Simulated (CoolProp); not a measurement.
Vapour-liquid equilibrium of n-heptane (1) + m-xylene (2) at 0.636 MPa; x and y are mole fractions of (1).

The numbers come from the multi-fluid Helmholtz-energy mixture model, Span 2003 and Zhou 2012; pair parameters Bell 2016 in CoolProp.

Problem. Give the bubble temperature and the first vapour's composition at x = 0.25, 0.65, 0.95. Is there an azeotrope?

Solution. x = 0.25: 478.9 K, y = 0.420; x = 0.65: 460.8 K, y = 0.784; x = 0.95: 450.8 K, y = 0.972. No azeotrope shows between x = 0.05 and 0.95.

The pair parameters rest on a limited set of measurements; away from them the model extrapolates.
